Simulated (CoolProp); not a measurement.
Vapour-liquid equilibrium of diethyl ether (1) + acetone (2) at 154.15 °C; x and y are mole fractions of (1).

Model: multi-fluid Helmholtz-energy mixture model, Thol 2014 and Lemmon 2006; pair parameters Bell 2016, in CoolProp.

```json
[
 {"x": "0.05", "bubble pressure (MPa)": "?", "y at the bubble point": "0.080", "dew pressure at overall composition x (MPa)": "1.274", "liquid density (mol/L)": "10.29"},
 {"x": "0.125", "bubble pressure (MPa)": "1.381", "y at the bubble point": "0.189", "dew pressure at overall composition x (MPa)": "1.330", "liquid density (mol/L)": "?"},
 {"x": "0.2", "bubble pressure (MPa)": "1.464", "y at the bubble point": "0.285", "dew pressure at overall composition x (MPa)": "1.390", "liquid density (mol/L)": "9.575"},
 {"x": "0.275", "bubble pressure (MPa)": "1.542", "y at the bubble point": "0.371", "dew pressure at overall composition x (MPa)": "1.455", "liquid density (mol/L)": "9.238"},
 {"x": "0.35", "bubble pressure (MPa)": "1.614", "y at the bubble point": "0.447", "dew pressure at overall composition x (MPa)": "1.522", "liquid density (mol/L)": "8.916"},
 {"x": "0.425", "bubble pressure (MPa)": "?", "y at the bubble point": "0.516", "dew pressure at overall composition x (MPa)": "1.593", "liquid density (mol/L)": "8.609"},
 {"x": "0.5", "bubble pressure (MPa)": "1.739", "y at the bubble point": "0.580", "dew pressure at overall composition x (MPa)": "1.665", "liquid density (mol/L)": "?"},
 {"x": "0.575", "bubble pressure (MPa)": "1.791", "y at the bubble point": "0.641", "dew pressure at overall composition x (MPa)": "1.734", "liquid density (mol/L)": "?"},
 {"x": "0.65", "bubble pressure (MPa)": "1.836", "y at the bubble point": "0.700", "dew pressure at overall composition x (MPa)": "1.798", "liquid density (mol/L)": "7.783"},
 {"x": "0.725", "bubble pressure (MPa)": "?", "y at the bubble point": "0.758", "dew pressure at overall composition x (MPa)": "1.853", "liquid density (mol/L)": "7.544"},
 {"x": "0.8", "bubble pressure (MPa)": "1.900", "y at the bubble point": "0.818", "dew pressure at overall composition x (MPa)": "1.893", "liquid density (mol/L)": "7.327"},
 {"x": "0.875", "bubble pressure (MPa)": "1.918", "y at the bubble point": "0.881", "dew pressure at overall composition x (MPa)": "1.917", "liquid density (mol/L)": "7.131"},
 {"x": "0.95", "bubble pressure (MPa)": "1.923", "y at the bubble point": "0.950", "dew pressure at overall composition x (MPa)": "1.923", "liquid density (mol/L)": "6.959"}
]
```

**Question.** Complete the blanks.

**Answer.** 
- 0.05, bubble pressure (MPa): 1.296
- 0.125, liquid density (mol/L): 9.925
- 0.425, bubble pressure (MPa): 1.680
- 0.5, liquid density (mol/L): 8.316
- 0.575, liquid density (mol/L): 8.041
- 0.725, bubble pressure (MPa): 1.872

y crosses x between x = 0.875 and 0.95: the model has an azeotrope there.

Pair parameters are fitted to limited data, so mixtures are less certain than the pure fluids.
